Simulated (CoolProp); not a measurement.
Vapour-liquid equilibrium of R134a (1) + R142b (2) at -71.35 °C; x and y are mole fractions of (1).

Computed with CoolProp (multi-fluid Helmholtz-energy mixture model, Tillner-Roth 1994 and Lemmon 2006; pair parameters Bell 2016).

| x | bubble pressure, mixture model (MPa) | bubble pressure, Raoult's law (MPa) | y, mixture model | y, Raoult's law |
|---|---|---|---|---|
| 0.05 | 0.003482 | 0.003373 | 0.134 | 0.107 |
| 0.15 | 0.004067 | 0.003779 | 0.334 | 0.287 |
| 0.25 | 0.004597 | 0.004184 | 0.475 | 0.432 |
| 0.35 | 0.005074 | 0.004590 | 0.581 | 0.551 |
| 0.45 | 0.005500 | 0.004995 | 0.665 | 0.651 |
| 0.55 | 0.005883 | 0.005401 | 0.734 | 0.736 |
| 0.65 | 0.006228 | 0.005807 | 0.796 | 0.809 |
| 0.75 | 0.006542 | 0.006212 | 0.853 | 0.872 |
| 0.85 | 0.006832 | 0.006618 | 0.909 | 0.928 |
| 0.95 | 0.007100 | 0.007023 | 0.968 | 0.977 |

The largest gap from Raoult's law is +10.5 % in bubble pressure, at x = 0.35. No azeotrope shows between x = 0.05 and 0.95.

Pair parameters are fitted to limited data, so mixtures are less certain than the pure fluids.
